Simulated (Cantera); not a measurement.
Charge: 1 mol FeS, 0.36 mol SO₂, 19 mol N₂, 2.5 mol O₂, equilibrated at 1200 Pa.

These are equilibrium values from Cantera (NASA tables, ideal gas, pure condensed phases), not measurements of a reactor. Candidate condensed phases: Fe, FeO, FeS, FeSO₄, FeS₂, Fe₂O₃, Fe₂(SO₄)₃, Fe₃O₄, S; 19 gas species. Equilibrium is a limit: real reactors are often held back by kinetics, nucleation or transport.

Q: Which condensed phases are stable at each of these points (T (K)): 748, 798, 848, 898, 948, 998, 1048, 1098, 1148, 1198, 1248, 1298, 1348, 1398?

A: 
```json
[
 {"T (K)": "748", "condensed phases": "Fe₂O₃(s) + Fe₂(SO₄)₃(s)", "Fe condensed (%)": "100.0"},
 {"T (K)": "798", "condensed phases": "Fe₂O₃(s)", "Fe condensed (%)": "100.0"},
 {"T (K)": "848", "condensed phases": "Fe₂O₃(s)", "Fe condensed (%)": "100.0"},
 {"T (K)": "898", "condensed phases": "Fe₂O₃(s)", "Fe condensed (%)": "100.0"},
 {"T (K)": "948", "condensed phases": "Fe₂O₃(s)", "Fe condensed (%)": "100.0"},
 {"T (K)": "998", "condensed phases": "Fe₂O₃(s)", "Fe condensed (%)": "100.0"},
 {"T (K)": "1048", "condensed phases": "Fe₂O₃(s)", "Fe condensed (%)": "100.0"},
 {"T (K)": "1098", "condensed phases": "Fe₂O₃(s)", "Fe condensed (%)": "100.0"},
 {"T (K)": "1148", "condensed phases": "Fe₂O₃(s)", "Fe condensed (%)": "100.0"},
 {"T (K)": "1198", "condensed phases": "Fe₂O₃(s)", "Fe condensed (%)": "100.0"},
 {"T (K)": "1248", "condensed phases": "Fe₂O₃(s)", "Fe condensed (%)": "100.0"},
 {"T (K)": "1298", "condensed phases": "Fe₂O₃(s)", "Fe condensed (%)": "100.0"},
 {"T (K)": "1348", "condensed phases": "Fe₂O₃(s)", "Fe condensed (%)": "100.0"},
 {"T (K)": "1398", "condensed phases": "Fe₂O₃(s)", "Fe condensed (%)": "100.0"}
]
```

At 748 K the condensed part is Fe₂O₃(s) + Fe₂(SO₄)₃(s). From 798 K to 1398 K the condensed part is Fe₂O₃(s).
